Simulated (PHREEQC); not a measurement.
## Alkaline etch or developer: an equilibrium model

Solution (3.7 °C): 1.9 mmol/kgw NaOH, 1.9 mmol/kgw H4SiO4 and 0.057 mmol/kgw K3PO4. Closed to the air; pH follows from the charge balance.

The numbers come from PHREEQC with the ion-association model, wateq4f.dat.

Precipitation was switched off in this run.

Q: Predict the pH, ionic strength.

A: pH 11.14; ionic strength 0.00214 mol/kgw.

Q: In which forms is P present?

A: HPO4-2 95 %, PO4-3 4.8 % of the P.

Examples of supersaturated solids here: Quartz (slow to form), Chalcedony (slow to form). Others may be too. H3PO4, which wateq4f.dat lacks, is added to it with the constant of phreeqc.dat. Constants without temperature data keep their 25 °C values here.
